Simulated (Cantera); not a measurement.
An isothermal, constant-pressure homogeneous reactor starts with 3.94 % H₂, 96.1 % O₂, equivalence ratio 0.021, at 1300 K and 18.8 Torr.

Detailed kinetics in Cantera: GRI-Mech 3.0 (53 species, 325 reactions). Radical loss at walls, strong at low pressure, is not modelled. The temperature is held fixed by assumption; the heat of reaction is taken as removed at once.

One state of this run: x H₂ = 0.000749; x O₂ = 0.928; x HO₂ = 4.09e-6; x H₂O₂ = 1.26e-7; x O = 0.0279; x H₂O = 0.0343; x OH = 0.00408. x: mole fraction; the columns are a selection and need not sum to one.

### Question
Which value of t (s) does it belong to?
A) 1.07e-5
B) 2.00e-6
C) 0.00167
D) 1.39

### Answer
C, 0.00167
